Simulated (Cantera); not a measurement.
Mixture: CH4 : O2 : N2 = 1 : 2.33 : 8.74 (molar parts), at 4.30 bar, adiabatic and at constant volume. Ignition delay is the time to a rise of 400 K.

Model: GRI-Mech 3.0 (53 species, 325 reactions), integrated in Cantera.

Question: What does this change do: N2 8.74 to 12 parts?

Answer: 
```json
[
 {"quantity": "delay at 1200 K", "before": "10.3 ms", "after": "13.9 ms"},
 {"quantity": "delay at 1400 K", "before": "0.941 ms", "after": "1.27 ms"},
 {"quantity": "delay at 1600 K", "before": "0.132 ms", "after": "0.172 ms"},
 {"quantity": "delay at 1800 K", "before": "28.9 µs", "after": "36.1 µs"},
 {"quantity": "apparent activation energy between 1700 and 1900 K", "before": "180 kJ/mol", "after": "180 kJ/mol"}
]
```
